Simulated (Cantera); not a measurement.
A Cantera script and what it prints.

```python
import numpy as np
import cantera as ct

gas_names = """
    H HO2 H2 H2O H2O2 Nb NbO NbO2 O OH O2 O3
""".split()
cond_names = """
    H2O(s) H2O(L) Nb(cr) Nb(L) NbO(s) NbO(L) NbO2(I) NbO2(II) NbO2(III) NbO2(L) Nb2O5(s) Nb2O5(L)
""".split()


# ... load() reads the species with a 1 bar reference pressure and builds the phases ...
atoms = {
    'Nb2O5': {'Nb': 2, 'O': 5},
    'H2': {'H': 2},
}
top_T = {}  # K; cautious upper limits of use, not melting points


# ... equilibrate(T, P, feed) seeds the gas with the atoms and calls Mixture.equilibrate('TP', solver="vcs", rtol=1e-11, max_steps=5000) ...
results = []
P = 380  # Pa
for T in [1875, 1900, 1925, 1950, 1975, 2000, 2025, 2050, 2075, 2100, 2125]:
    for m in [0.43, 0.86, 1.7, 3.5, 7, 14, 28, 57, 120, 230, 470, 940]:
        feed = {'Nb2O5': 1, 'H2': m}  # mol
        mix = equilibrate(T, P, feed)
        results.append((T, P, feed, dict(zip(mix.species_names, mix.species_moles))))

for T, P, feed, n in results:
    print(f"{T:7g} {feed['H2']:10.4g}  " + (" + ".join(c for c in cond_names if n.get(c, 0) > 1e-12) or "gas only"))
```

Result:

```
   1875       0.43  NbO2(III) + Nb2O5(L)
   1875       0.86  NbO2(III) + Nb2O5(L)
   1875        1.7  NbO2(III) + Nb2O5(L)
   1875        3.5  NbO2(III) + Nb2O5(L)
   1875          7  NbO2(III)
   1875         14  NbO2(III)
   1875         28  NbO2(III)
   1875         57  NbO2(III)
   1875        120  NbO2(III)
   1875        230  NbO(s) + NbO2(III)
   1875        470  NbO(s)
   1875        940  NbO(s)
   1900       0.43  NbO2(III) + Nb2O5(L)
   1900       0.86  NbO2(III) + Nb2O5(L)
   1900        1.7  NbO2(III) + Nb2O5(L)
   1900        3.5  NbO2(III) + Nb2O5(L)
   1900          7  NbO2(III)
   1900         14  NbO2(III)
   1900         28  NbO2(III)
   1900         57  NbO2(III)
   1900        120  NbO(s) + NbO2(III)
   1900        230  NbO(s) + NbO2(III)
   1900        470  NbO(s)
   1900        940  NbO(s)
   1925       0.43  NbO2(III) + Nb2O5(L)
   1925       0.86  NbO2(III) + Nb2O5(L)
   1925        1.7  NbO2(III) + Nb2O5(L)
   1925        3.5  NbO2(III) + Nb2O5(L)
   1925          7  NbO2(III)
   1925         14  NbO2(III)
   1925         28  NbO2(III)
   1925         57  NbO2(III)
   1925        120  NbO(s) + NbO2(III)
   1925        230  NbO(s) + NbO2(III)
   1925        470  NbO(s)
   1925        940  NbO(s)
   1950       0.43  NbO2(III) + Nb2O5(L)
   1950       0.86  NbO2(III) + Nb2O5(L)
   1950        1.7  NbO2(III) + Nb2O5(L)
   1950        3.5  NbO2(III) + Nb2O5(L)
   1950          7  NbO2(III)
   1950         14  NbO2(III)
   1950         28  NbO2(III)
   1950         57  NbO2(III)
   1950        120  NbO(s) + NbO2(III)
   1950        230  NbO(s) + NbO2(III)
   1950        470  NbO(s)
   1950        940  NbO(s)
   1975       0.43  NbO2(III) + Nb2O5(L)
   1975       0.86  NbO2(III) + Nb2O5(L)
   1975        1.7  NbO2(III) + Nb2O5(L)
   1975        3.5  NbO2(III) + Nb2O5(L)
   1975          7  NbO2(III)
   1975         14  NbO2(III)
   1975         28  NbO2(III)
   1975         57  NbO2(III)
   1975        120  NbO(s) + NbO2(III)
   1975        230  NbO(s) + NbO2(III)
   1975        470  NbO(s)
   1975        940  NbO(s)
   2000       0.43  NbO2(III) + Nb2O5(L)
   2000       0.86  NbO2(III) + Nb2O5(L)
   2000        1.7  NbO2(III) + Nb2O5(L)
   2000        3.5  NbO2(III) + Nb2O5(L)
   2000          7  NbO2(III)
   2000         14  NbO2(III)
   2000         28  NbO2(III)
   2000         57  NbO2(III)
   2000        120  NbO(s) + NbO2(III)
   2000        230  NbO(s) + NbO2(III)
   2000        470  NbO(s)
   2000        940  NbO(s)
   2025       0.43  NbO2(III) + Nb2O5(L)
   2025       0.86  NbO2(III) + Nb2O5(L)
   2025        1.7  NbO2(III) + Nb2O5(L)
   2025        3.5  NbO2(III) + Nb2O5(L)
   2025          7  NbO2(III)
   2025         14  NbO2(III)
   2025         28  NbO2(III)
   2025         57  NbO2(III)
   2025        120  NbO(s) + NbO2(III)
   2025        230  NbO(s)
   2025        470  NbO(s)
   2025        940  NbO(s)
   2050       0.43  NbO2(III) + Nb2O5(L)
   2050       0.86  NbO2(III) + Nb2O5(L)
   2050        1.7  NbO2(III) + Nb2O5(L)
   2050        3.5  NbO2(III) + Nb2O5(L)
   2050          7  NbO2(III)
   2050         14  NbO2(III)
   2050         28  NbO2(III)
   2050         57  NbO2(III)
   2050        120  NbO(s) + NbO2(III)
   2050        230  NbO(s)
   2050        470  NbO(s)
   2050        940  NbO(s)
   2075       0.43  NbO2(III) + Nb2O5(L)
   2075       0.86  NbO2(III) + Nb2O5(L)
   2075        1.7  NbO2(III) + Nb2O5(L)
   2075        3.5  NbO2(III) + Nb2O5(L)
   2075          7  NbO2(III) + Nb2O5(L)
   2075         14  NbO2(III)
   2075         28  NbO2(III)
   2075         57  NbO2(III)
   2075        120  NbO(s) + NbO2(III)
   2075        230  NbO(s)
   2075        470  NbO(s)
   2075        940  NbO(s)
   2100       0.43  NbO2(III) + Nb2O5(L)
   2100       0.86  NbO2(III) + Nb2O5(L)
   2100        1.7  NbO2(III) + Nb2O5(L)
   2100        3.5  NbO2(III) + Nb2O5(L)
   2100          7  NbO2(III) + Nb2O5(L)
   2100         14  NbO2(III)
   2100         28  NbO2(III)
   2100         57  NbO2(III)
   2100        120  NbO(s) + NbO2(III)
   2100        230  NbO(s)
   2100        470  NbO(s)
   2100        940  NbO(s)
   2125       0.43  NbO2(III) + Nb2O5(L)
   2125       0.86  NbO2(III) + Nb2O5(L)
   2125        1.7  NbO2(III) + Nb2O5(L)
   2125        3.5  NbO2(III) + Nb2O5(L)
   2125          7  NbO2(III) + Nb2O5(L)
   2125         14  NbO2(III)
   2125         28  NbO2(III)
   2125         57  NbO2(III)
   2125        120  NbO(s) + NbO2(III)
   2125        230  NbO(s)
   2125        470  NbO(s)
   2125        940  Nb(cr) + NbO(s)
```

Method: chemical equilibrium by Gibbs-energy minimisation in Cantera with the NASA 1993 tables (ideal gas, pure condensed phases). Mutual solubility and eutectic melting of coexisting phases are not modelled. NbO: taken at fixed stoichiometry. Condensed phases not in the tables: the oxides between NbO2 and Nb2O5, N, O or C dissolved in the metal.
